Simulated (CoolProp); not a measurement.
Propylene along the isotherm 451.4 K: Z from the reference equation and from simpler models built on Tc = 364.2 K, pc = 4.555 MPa, ω = 0.146; each cubic takes its own stable root.

Computed with CoolProp (reference Helmholtz-energy equation of state, Lemmon 2013).

```csv
p (MPa),phase,reference,van der Waals,Redlich-Kwong,Soave-Redlich-Kwong,Peng-Robinson
0.144,gas,0.9945,0.9945,0.9943,0.9948,0.9938
0.224,gas,0.9915,0.9914,0.9911,0.9918,0.9903
0.349,gas,0.9867,0.9866,0.9861,0.9873,0.9850
0.544,gas,0.9793,0.9790,0.9784,0.9801,0.9765
0.847,gas,0.9677,0.9670,0.9662,0.9690,0.9635
1.32,gas,0.9494,0.9478,0.9470,0.9515,0.9430
2.05,gas,0.9209,0.9173,0.9169,0.9243,0.9115
3.2,gas,0.8753,0.8664,0.8686,0.8811,[?]
4.98,supercritical,0.8035,[?],[?],0.8145,0.7873
7.75,supercritical,0.6938,0.6341,0.6795,0.7202,0.6852
12.1,supercritical,0.5935,0.5936,0.6031,0.6512,0.6101
18.8,supercritical,[?],0.7449,[?],0.7105,0.6558
29.3,supercritical,[?],[?],0.8630,0.8901,0.8133
45.5,supercritical,1.146,1.437,[?],1.185,1.077
```

Complete the blanks.


- 3.2, Peng-Robinson: 0.8620
- 4.98, van der Waals: 0.7796
- 4.98, Redlich-Kwong: 0.7921
- 18.8, reference: 0.6478
- 18.8, Redlich-Kwong: 0.6754
- 29.3, reference: 0.8370
- 29.3, van der Waals: 1.019
- 45.5, Redlich-Kwong: 1.162
